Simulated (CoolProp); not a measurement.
A Linde-Hampson liquefier for normal hydrogen: isothermal reversible compression at 250 K from 1 atm to 5 MPa, throttling to 1 atm, return gas leaving the recuperator 5 K below the feed. Each further row changes one setting.

Computed with CoolProp (reference Helmholtz-energy equation of state, Leachman 2009).

```
case                        compression work (kJ/kg of gas)
--------------------------  -------------------------------
as stated                                              4050
high pressure 10 MPa                                   4800
warm-end temperature 280 K                             4540
warm-end gap 10 K                                      4050
```
